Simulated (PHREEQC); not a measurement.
Dissolve 0.00099 mol/kgw H2SO4, 2.1e-07 mol/kgw H4SiO4 and 0.024 mol/kgw CuSO4 at 25 °C. Closed to the air; pH follows from the charge balance.

Model: ion-association model, wateq4f.dat, run in PHREEQC.

This is a speciation only: nothing precipitates in the calculation.

**Question.** What pH, ionic strength does the model give?

**Answer.** pH 3.00; ionic strength 0.0611 mol/kgw.

**Question.** In which forms is S present?

**Answer.** SO4-2 61 %, CuSO4 36 %, HSO4- 3.2 % of the S.
